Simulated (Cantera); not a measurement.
Feed: 1 mol Fe(CO)5, 0.18 mol H2, 0.53 mol N2, held at 0.00110 bar.

Method: chemical equilibrium by Gibbs-energy minimisation in Cantera with the NASA 1993 tables (ideal gas, pure condensed phases). Candidate condensed phases: C, C6H6, C7H8, C8H18, Fe, Fe(CO)5, FeO, Fe(OH)2, Fe(OH)3, Fe2O3, Fe3O4, H2O; 140 gas species. Condensed phases not in the tables: cementite and carbon dissolved in iron. Equilibrium is a limit: real reactors are often held back by kinetics, nucleation or transport.

x: gas mole fraction; n: condensed amount in mol.

```tsv
T (K)	x CO	x N2	x H2	x CO2	x Fe	n C(graphite)	n Fe(α)	n Fe(γ)
923	0.873	0.0931	0.0316	0.00264	<1e-12	0.0153	1.00	0
1023	0.875	0.0928	0.0315	0.000301	…	0.00177	1.00	0
1123	0.876	0.0928	0.0315	5.09e-5	…	0	1.00	0
1223	0.876	0.0928	0.0315	1.16e-5	…	0	0	1.000
1323	0.876	0.0928	0.0315	6.62e-6	…	0	0	1.000
1423	0.876	0.0928	0.0315	5.89e-6	…	0	0	1.000
1523	0.875	0.0928	0.0314	5.34e-6	…	0	0	0.999
```

Task: Fill in the missing entries.

Result: 
- 1023, x Fe: 4.07e-11
- 1123, x Fe: 2.83e-9
- 1223, x Fe: 9.61e-8
- 1323, x Fe: 1.89e-6
- 1423, x Fe: 2.42e-5
- 1523, x Fe: 0.000221
